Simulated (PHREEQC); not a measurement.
A solution holds 1.6 mmol/kgw FeSO4 and 1.5 mmol/kgw Al2(SO4)3, at 25 °C. Closed to the air; pH follows from the charge balance.

Model: ion-association model, wateq4f.dat, run in PHREEQC.

Precipitation was switched off in this run.

### Question
What pH does the model give?

### Answer
pH 4.21.

### Question
In which forms is S present?

### Answer
SO4-2 56 %, AlSO4+ 34 %, FeSO4 5.1 %, Al(SO4)2- 4.6 % of the S.

Saturation is exceeded, for instance for Basaluminite, Gibbsite (slow to form); the values hold only as long as no solid forms. Complexes and solids missing from the database can't appear.
